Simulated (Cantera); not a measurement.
Cantera run:

```python
import numpy as np
import cantera as ct

gas_names = [...]  # 110 gases of nasa_gas.yaml made of C, H, O
cond_names = """
    C(gr) C6H6(L) C7H8(L) C8H18(L),n-octa H2O(s) H2O(L)
""".split()


# ... load() reads the species with a 1 bar reference pressure and builds the phases ...
atoms = {
    'C2H5OH': {'C': 2, 'H': 6, 'O': 1},
    'CO2': {'C': 1, 'O': 2},
    'H2': {'H': 2},
}
top_T = {'C(gr)': 4500}  # K; cautious upper limits of use, not melting points


# ... equilibrate(T, P, feed) seeds the gas with the atoms and calls Mixture.equilibrate('TP', solver="vcs", rtol=1e-11, max_steps=5000) ...
results = []
feed = {'C2H5OH': 1, 'CO2': 0.35, 'H2': 29}  # mol
T = 2423.15  # K
P = 180000  # Pa
mix = equilibrate(T, P, feed)
results.append((T, P, feed, dict(zip(mix.species_names, mix.species_moles))))
print(gas.report(threshold=1e-06))
for i in range(1, mix.n_phases):
    print(f"{mix.phase(i).name:16s} {mix.phase_moles(i):12.5e} mol")
```

Output:

```
       temperature   2423.2 K
          pressure   1.8e+05 Pa
           density   0.031142 kg/m^3
  mean mol. weight   3.4857 kg/kmol
   phase of matter   gas

                          1 kg             1 kmol
                     ---------------   ---------------
          enthalpy        1.9276e+07        6.7193e+07  J
   internal energy        1.3497e+07        4.7045e+07  J
           entropy             56517          1.97e+05  J/K
    Gibbs function       -1.1767e+08       -4.1017e+08  J
 heat capacity c_p             10262             35769  J/K
 heat capacity c_v            7876.4             27455  J/K

                      mass frac. Y      mole frac. X     chem. pot. / RT
                     ---------------   ---------------   ---------------
               CH2        7.4335e-06        1.8472e-06           -22.785
               CH3        0.00028735         6.662e-05           -32.582
               CH4         0.0012214        0.00026539           -42.379
                CO           0.40288          0.050136           -36.265
               C2H        4.3016e-05        5.9905e-06           -16.179
    C2H2,acetylene          0.053766         0.0071977           -25.976
   C2H2,vinylidene        3.2034e-05        4.2884e-06           -25.976
        C2H3,vinyl        1.1995e-05        1.5459e-06           -35.773
              C2H4        9.3304e-05        1.1593e-05            -45.57
    C3H3,propargyl        1.6623e-05        1.4836e-06           -38.964
              C4H2        0.00032962        2.2951e-05           -32.358
                 H         0.0036873          0.012751           -9.7971
                H2            0.5376           0.92953           -19.594
               H2O        1.2831e-05        2.4827e-06           -52.669
     [  +96 minor]        1.3345e-05        1.2291e-06

C(gr)             1.45732e-01 mol
```

Cantera equilibrium calculation (NASA polynomials, part measured and part estimated; ideal gas, pure solids and liquids).
